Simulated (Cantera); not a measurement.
Input: 1 mol Si, 0.52 mol Cl2, 94 mol H2, at 600 °C and 0.380 bar.

Method: chemical equilibrium by Gibbs-energy minimisation in Cantera with the NASA 1993 tables (ideal gas, pure condensed phases). Candidate condensed phases: Si; 19 gas species. Rates play no part.

Base state: H2 0.996, SiHCl3 0.00160, HCl 0.00144, SiCl4 0.00108, SiH2Cl2 0.000217 (mole fractions); condensed: Si(s).

Question: What changes in the equilibrium state with this change: temperature from 600 °C to 252 °C?

Answer: 
| species | before | after |
|---|---|---|
| H2 | 0.996 | 0.997 |
| SiHCl3 | 0.00160 | 0.00203 |
| SiCl4 | 0.00108 | 0.00117 |
| HCl | 0.00144 | 2.08e-6 |
| SiH2Cl2 | 0.000217 | 0.000134 |
| Si(s), mol | 0.725 | 0.686 |
